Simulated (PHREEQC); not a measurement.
Consider water at 25 °C with 2.3 mmol/kgw HBr, 26 mmol/kgw CaCl2 and 40 mmol/kgw CuCl2. Closed to the air; pH follows from the charge balance.

The numbers come from PHREEQC with the ion-association model, phreeqc.dat.

Question: The ionic strength comes out as 0.192 mol/kgw. What activity coefficients do Cl-, H+, CuCl+, Ca+2, Br- get?

Answer: Cl- 0.72, H+ 0.80, CuCl+ 0.72, Ca+2 0.33, Br- 0.70.

No solid was allowed to form.
